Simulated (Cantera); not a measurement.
Input: 1 mol Al, 7.5 mol HCl, equilibrated at 425 °C and 1.20 mbar.

Equilibrium computed with Cantera from the NASA thermochemical tables; the gas is ideal and each condensed phase is pure. Candidate condensed phases: Al, AlCl3; 12 gas species. The numbers say what is thermodynamically allowed, not how fast it happens.

Base state: HCl 0.644, H2 0.215, AlCl3 0.141, Al2Cl6 0.00109 (mole fractions); condensed: gas only.

What changes in the equilibrium state with this change: temperature from 425 °C to 375 °C?


| species | before | after |
|---|---|---|
| HCl | 0.644 | 0.646 |
| H2 | 0.215 | 0.215 |
| AlCl3 | 0.141 | 0.134 |
| Al2Cl6 | 0.00109 | 0.00487 |
